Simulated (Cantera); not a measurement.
An isothermal, constant-pressure homogeneous reactor starts with CH₄ : N₂ = 1 : 7.5 (molar parts), at 1825 K and 0.340 bar. Integrator tolerance rtol = 1e-08.

Cantera simulation using GRI-Mech 3.0 (53 species, 325 reactions); the numbers are that mechanism's predictions, not measurements. GRI-Mech 3.0 stops at C3 and has no aromatics, soot or wall deposition, so with more carbon than oxygen in the feed, carbon stays in small species such as C2H2 where larger ones or solid carbon would form.

Question: What does this change do: pressure from 0.340 bar to 20.0 Torr?

Answer: 
| quantity | before | after |
|---|---|---|
| x(CH₄) at 50.0 s | 0.000232 (gas-phase equilibrium 0.000133) | 1.37e-5 (gas-phase equilibrium 1.05e-5) |
| x(C₂H₂) at 50.0 s | 0.0523 (gas-phase equilibrium 0.0171) | 0.0525 (gas-phase equilibrium 0.0171) |
| x(H) at 50.0 s | 0.000302 (gas-phase equilibrium 0.000302) | 0.00108 (gas-phase equilibrium 0.00108) |
| x(HCN) at 50.0 s | 0.000230 (gas-phase equilibrium 0.0709) | 0.000110 (gas-phase equilibrium 0.0710) |
| x(H₂) at 50.0 s | 0.157 (gas-phase equilibrium 0.158) | 0.157 (gas-phase equilibrium 0.157) |
Radical loss at walls, strong at low pressure, is not modelled.

Question: What does this change do: temperature 1825 to 1850 K?

Answer: 
```json
[
 {"quantity": "x(CH₄) at 50.0 s", "before": "0.000232 (gas-phase equilibrium 0.000133)", "after": "0.000193 (gas-phase equilibrium 0.000111)"},
 {"quantity": "x(C₂H₂) at 50.0 s", "before": "0.0523 (gas-phase equilibrium 0.0171)", "after": "0.0523 (gas-phase equilibrium 0.0168)"},
 {"quantity": "x(H) at 50.0 s", "before": "0.000302 (gas-phase equilibrium 0.000302)", "after": "0.000369 (gas-phase equilibrium 0.000369)"},
 {"quantity": "x(HCN) at 50.0 s", "before": "0.000230 (gas-phase equilibrium 0.0709)", "after": "0.000377 (gas-phase equilibrium 0.0714)"},
 {"quantity": "x(H₂) at 50.0 s", "before": "0.157 (gas-phase equilibrium 0.158)", "after": "0.157 (gas-phase equilibrium 0.158)"}
]
```
